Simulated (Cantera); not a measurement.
Input: 1 mol AlN, 0.058 mol Cl2, 0.04 mol N2, equilibrated at 1423 K and 1 atm.

Cantera equilibrium calculation (NASA polynomials, part measured and part estimated; ideal gas, pure solids and liquids). Candidate condensed phases: Al, AlCl3, AlN; 11 gas species. The tables' values for AlCl2 are old estimates; treat these amounts as uncertain. Rates play no part.

Base state: N2 0.605, AlCl3 0.393, AlCl2 0.00134, Al2Cl6 0.000284, AlCl 4.84e-5 (mole fractions); condensed: AlN(s).

**Question.** What changes in the equilibrium state with this change: AlN replaced by Fe?

**Answer.** 
| species | before | after |
|---|---|---|
| FeCl2 | 0 | 0.559 |
| N2 | 0.605 | 0.418 |
| Fe2Cl4 | 0 | 0.0229 |
| AlCl3 | 0.393 | 0 |
| AlCl2 | 0.00134 | 0 |
| FeCl3 | 0 | 0.000458 |
| AlN(s), mol | 0.961 | 0 |
| Fe(γ), mol | 0 | 0.942 |
Further candidate phases: Fe, FeCl2, FeCl3.
